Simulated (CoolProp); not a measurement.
Vapour-liquid equilibrium of R125 (1) + R115 (2) at 348 kPa; x and y are mole fractions of (1).

Model: multi-fluid Helmholtz-energy mixture model, Lemmon 2005 and Lemmon 2016; pair parameters Bell 2016, in CoolProp.

| x | bubble temperature (°C) | y at the bubble point | dew temperature at overall composition x (°C) | liquid density (mol/L) |
|---|---|---|---|---|
| 0.05 | -9.5 | 0.108 | -8.3 | 9.362 |
| 0.15 | -12.8 | 0.272 | -10.3 | 9.580 |
| 0.25 | -15.1 | 0.389 | -12.3 | 9.791 |
| 0.35 | -16.7 | 0.481 | -14.3 | 10.00 |
| 0.45 | -17.9 | 0.559 | -16.2 | 10.22 |
| 0.55 | -18.7 | 0.628 | -17.8 | 10.45 |
| 0.65 | -19.3 | 0.696 | -18.9 | 10.70 |
| 0.75 | -19.6 | 0.767 | -19.6 | 10.96 |
| 0.85 | -19.7 | 0.846 | -19.7 | 11.24 |
| 0.95 | -19.5 | 0.942 | -19.4 | 11.54 |

y crosses x between x = 0.75 and 0.85: the model has an azeotrope there.

Pair parameters are fitted to limited data, so mixtures are less certain than the pure fluids.
